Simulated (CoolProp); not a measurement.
Nitrogen along the isobar 3.71 MPa: density (kg/m³) from the reference equation and from simpler models built on Tc = 126.2 K, pc = 3.396 MPa, ω = 0.037; each cubic takes its own stable root.

Computed with CoolProp (reference Helmholtz-energy equation of state, Span 2000).

| T (K) | phase | reference |
|---|---|---|
| 117.8 | liquid | 581.7 |
| 155.5 | supercritical | 101.3 |
| 193.1 | supercritical | 70.90 |
| 230.7 | supercritical | 56.38 |
| 268.4 | supercritical | 47.28 |
| 306 | supercritical | 40.93 |
| 343.6 | supercritical | 36.18 |
| 381.3 | supercritical | 32.46 |

Question: How far does each simpler model (van der Waals, Redlich-Kwong, Soave-Redlich-Kwong, Peng-Robinson) lie from the reference over these 8 states: mean and median of the absolute difference, and the worst?

Answer: 
- van der Waals: mean 5.4 %, median 2.1 %, worst -29.4 % at 117.8 K and 3.71 MPa
- Redlich-Kwong: mean 1.6 %, median 0.7 %, worst -7.8 % at 117.8 K and 3.71 MPa
- Soave-Redlich-Kwong: mean 1.3 %, median 0.5 %, worst -7.5 % at 117.8 K and 3.71 MPa
- Peng-Robinson: mean 1.7 %, median 1.2 %, worst +3.8 % at 117.8 K and 3.71 MPa
